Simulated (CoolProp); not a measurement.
Properties of propylene along the isobar 11600 kPa (Tc = 364.2 K, pc = 4555 kPa, ω = 0.146).

Values from CoolProp's reference Helmholtz-energy equation of state, Lemmon 2013.

| T (K) | phase | cp (kJ/(kg K)) | speed of sound (m/s) | expansivity (1/kK) |
|---|---|---|---|---|
| 97.2 | liquid | 2.148 | 1998 | 1.493 |
| 128.4 | liquid | 2.075 | 1834 | 1.489 |
| 159.6 | liquid | 2.049 | 1658 | 1.538 |
| 190.8 | liquid | 2.069 | 1477 | 1.633 |
| 221.9 | liquid | 2.132 | 1295 | 1.778 |
| 253.1 | liquid | 2.233 | 1115 | 1.995 |
| 284.3 | liquid | 2.371 | 941.3 | 2.322 |
| 315.5 | liquid | 2.551 | 772.9 | 2.843 |
| 346.7 | liquid | 2.798 | 609.4 | 3.751 |
| 377.8 | supercritical | 3.170 | 454.4 | 5.530 |
| 409 | supercritical | 3.660 | 329.0 | 8.633 |
| 440.2 | supercritical | 3.599 | 277.0 | 9.151 |
